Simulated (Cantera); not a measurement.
Charge: 1 mol toluene, 0.59 mol NH3, 2.4 mol H2, 0.45 mol O2, at 10.0 Torr.

Method: chemical equilibrium by Gibbs-energy minimisation in Cantera with the NASA 1993 tables (ideal gas, pure condensed phases). Candidate condensed phases: C, C6H6, C7H8, C8H18, H2O; 136 gas species. Rates play no part. All values below are at 1448 K.

Base state: H2 0.859, CO 0.106, N2 0.0347, HCN 0.000125, H 7.40e-5, CH4 3.28e-5 (mole fractions); condensed: C(graphite).

Problem. What changes in the equilibrium state with this change: NH3 from 0.59 to 0.054 mol?

Solution. 
```csv
species,before,after
H2,0.859,0.875
CO,0.106,0.121
N2,0.0347,0.00362
HCN,0.000125,4.07e-5
CH4,3.28e-5,3.40e-5
"C(graphite), mol",6.10,6.10
```
